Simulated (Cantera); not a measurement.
A Cantera script and what it prints.

```python
import numpy as np
import cantera as ct

gas_names = [...]  # 91 gases of nasa_gas.yaml made of C, Cl, H
cond_names = """
    C(gr) C6H6(L) C7H8(L) C8H18(L),n-octa
""".split()


# ... load() reads the species with a 1 bar reference pressure and builds the phases ...
atoms = {
    'CH3Cl': {'C': 1, 'H': 3, 'CL': 1},
    'H2': {'H': 2},
}
top_T = {'C(gr)': 4500}  # K; cautious upper limits of use, not melting points


# ... equilibrate(T, P, feed) seeds the gas with the atoms and calls Mixture.equilibrate('TP', solver="vcs", rtol=1e-11, max_steps=5000) ...
results = []
feed = {'CH3Cl': 1, 'H2': 0.13}  # mol
P = 73000  # Pa
for T in [1348, 1498, 1648, 1798, 1948, 2098, 2248, 2398, 2548, 2698, 2848, 2998, 3148, 3298]:
    mix = equilibrate(T, P, feed)
    results.append((T, P, feed, dict(zip(mix.species_names, mix.species_moles))))

top = {s: max(r[3][s] / sum(r[3][g] for g in gas_names) for r in results) for s in gas_names}
cols = sorted((s for s in top if top[s] > 0.0001), key=lambda s: -top[s])[:8]
seen = [c for c in cond_names if any(r[3].get(c, 0) > 1e-12 for r in results)]
print("log10 of partial pressures in bar; condensed amounts in mol")
print(f"{'T/K':>10s}" + "".join(f"{s[:9]:>10s}" for s in cols + seen))
for T, P, feed, n in results:
    ng = sum(n[g] for g in gas_names)
    print(f"{T:10.4g}" + "".join(f"{np.log10(max(n[s] / ng * P / 1e5, 1e-99)):10.3f}" for s in cols)
          + "".join(f"{n.get(c, 0):10.4g}" for c in seen))
```

Output:

```
log10 of partial pressures in bar; condensed amounts in mol
       T/K        H2       HCL         H        CL C2H2,acet       C2H        C3      C4H2     C(gr)
      1348    -0.413    -0.465    -5.842    -5.973    -6.333   -14.944   -21.000   -12.679    0.9975
      1498    -0.413    -0.465    -4.971    -5.117    -5.468   -12.756   -17.777   -10.940    0.9988
      1648    -0.412    -0.465    -4.257    -4.415    -4.762   -10.970   -15.149    -9.521    0.9993
      1798    -0.412    -0.465    -3.660    -3.828    -4.176    -9.484   -12.968    -8.342    0.9993
      1948    -0.413    -0.466    -3.153    -3.332    -3.681    -8.228   -11.129    -7.347    0.9986
      2098    -0.414    -0.468    -2.719    -2.905    -3.259    -7.154    -9.559    -6.498    0.9966
      2248    -0.417    -0.471    -2.342    -2.537    -2.896    -6.226    -8.204    -5.765    0.9923
      2398    -0.422    -0.478    -2.013    -2.216    -2.582    -5.416    -7.023    -5.129    0.9842
      2548    -0.431    -0.490    -1.725    -1.936    -2.311    -4.705    -5.986    -4.574    0.9699
      2698    -0.447    -0.509    -1.472    -1.692    -2.077    -4.078    -5.067    -4.089    0.9467
      2848    -0.471    -0.540    -1.250    -1.482    -1.879    -3.524    -4.249    -3.668    0.9109
      2998    -0.507    -0.585    -1.058    -1.303    -1.716    -3.033    -3.515    -3.304    0.8567
      3148    -0.559    -0.650    -0.893    -1.154    -1.588    -2.599    -2.854    -2.996    0.7714
      3298    -0.634    -0.739    -0.756    -1.036    -1.499    -2.219    -2.256    -2.744    0.6174
```

Equilibrium computed with Cantera from the NASA thermochemical tables; the gas is ideal and each condensed phase is pure. The tables' values for CCl are old estimates; treat these amounts as uncertain.
